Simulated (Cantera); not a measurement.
Al(CH3)3 + O2 + H2 (aluminium nitride and oxide growth)

A closed system holds: 1 mol Al(CH3)3, 23 mol O2, 40 mol H2, equilibrated at 1075 K and 0.0100 bar.

Method: chemical equilibrium by Gibbs-energy minimisation in Cantera with the NASA 1993 tables (ideal gas, pure condensed phases). Candidate condensed phases: Al, Al2O3, C, C6H6, C7H8, C8H18, H2O; 121 gas species. The feed counts by its element totals alone. The numbers say what is thermodynamically allowed, not how fast it happens.

```json
{
 "x(H2O)": "0.818",
 "x(H2)": "0.119",
 "x(CO2)": "0.0556",
 "x(CO)": "0.00751",
 "n(Al2O3(s))": "0.500 mol",
 "gas_amount": "47.50 mol",
 "log10 activity of C(graphite) (absent)": "-5.86",
 "log10 activity of Al(l) (absent)": "-19.99"
}
```
